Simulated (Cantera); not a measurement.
An adiabatic, constant-volume homogeneous reactor starts with CH4 : O2 : N2 : H2O = 1 : 3.39 : 12.7 : 1.8 (molar parts), at 1123 K and 11.8 atm. Integrator tolerance rtol = 1e-08.

Cantera simulation using GRI-Mech 3.0 (53 species, 325 reactions); the numbers are that mechanism's predictions, not measurements. The pressure lies above the range GRI-Mech 3.0 was tuned for (to about 10 atm).

```
quantity                                                          before                                  after
---------------------------------  -------------------------------------  -------------------------------------
time of steepest temperature rise                                8.72 ms                               0.293 ms
temperature at 0.500 s                                            2409 K                                 2611 K
equilibrium temperature                                           2409 K                                 2611 K
x(CH4) at 0.500 s                  <1e-12 (gas-phase equilibrium <1e-12)  <1e-12 (gas-phase equilibrium <1e-12)
x(O2) at 0.500 s                   0.0675 (gas-phase equilibrium 0.0675)  0.0652 (gas-phase equilibrium 0.0652)
x(H2O) at 0.500 s                    0.198 (gas-phase equilibrium 0.198)    0.193 (gas-phase equilibrium 0.193)
x(CO2) at 0.500 s                  0.0519 (gas-phase equilibrium 0.0519)  0.0499 (gas-phase equilibrium 0.0499)
x(C2H2) at 0.500 s                 <1e-12 (gas-phase equilibrium <1e-12)  <1e-12 (gas-phase equilibrium <1e-12)
```

Problem. Which change was made?
A) initial temperature 1123 to 1423 K
B) initial temperature 1123 to 1550 K
C) constant pressure in place of constant volume
D) pressure from 11.8 atm to 4.15 atm

Solution. A, initial temperature 1123 to 1423 K
